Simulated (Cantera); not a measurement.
Charge: 1 mol MgO, 0.11 mol H2S, 5.5 mol O2, held at 8.25 Torr.

Cantera equilibrium calculation (NASA polynomials, part measured and part estimated; ideal gas, pure solids and liquids). Candidate condensed phases: H2O, H2SO4, Mg, MgO, Mg(OH)2, MgS, MgSO4, S; 26 gas species. Equilibrium is a limit: real reactors are often held back by kinetics, nucleation or transport.

Problem. Which condensed phases are stable at each of these points (T (K)): 900, 1000, 1100, 1200, 1300, 1400, 1500?

Solution. 
| T (K) | condensed phases | Mg condensed (%) |
|---|---|---|
| 900 | MgO(s) + MgSO4(s) | 100.0 |
| 1000 | MgO(s) + MgSO4(s) | 100.0 |
| 1100 | MgO(s) | 100.0 |
| 1200 | MgO(s) | 100.0 |
| 1300 | MgO(s) | 100.0 |
| 1400 | MgO(s) | 100.0 |
| 1500 | MgO(s) | 100.0 |

From 900 K to 1000 K the condensed part is MgO(s) + MgSO4(s). From 1100 K to 1500 K the condensed part is MgO(s).
